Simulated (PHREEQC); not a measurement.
Solution (20 °C): 0.0011 mol Pb(NO3)2, 6.2e-05 mol KBr and 0.18 mol Cu(NO3)2 per kg of water. Closed to the air; pH follows from the charge balance.

Computed with PHREEQC (ion-association model, phreeqc.dat).

Each row changes one thing in this solution. No solid was allowed to form.

| case | pH | PbNO3+ (mol/kgw) | Pb+2 (mol/kgw) | Cu2(OH)2+2 (mol/kgw) | CuOH+ (mol/kgw) | PbBr+ (mol/kgw) | SI of Pb(OH)2 (Pb(OH)2) |
|---|---|---|---|---|---|---|---|
| as made | 4.17 | 0.000623 | 0.000477 | 3.85e-5 | 1.02e-5 | 3.89e-7 | -3.83 |
| diluted 2-fold with water | 4.31 | 0.000230 | 0.000320 | 2.70e-5 | 7.89e-6 | 1.44e-7 | -3.73 |
| Pb(NO3)2 from 0.0011 to 0.0055 mol/kgw | 4.18 | 0.00314 | 0.00236 | 3.83e-5 | 1.02e-5 | 1.88e-6 | -3.14 |
| 0.024 mol/kgw SrCl2 added | 4.19 | 0.000528 | 0.000403 | 3.68e-5 | 1.02e-5 | 3.30e-7 | -3.86 |
| temperature from 20 to 5 °C | 4.37 | 0.000631 | 0.000469 | 1.92e-5 | 1.62e-5 | 3.02e-7 | -4.00 |

At this temperature some constants are extrapolated from 25 °C, and those without enthalpy data are left unchanged.
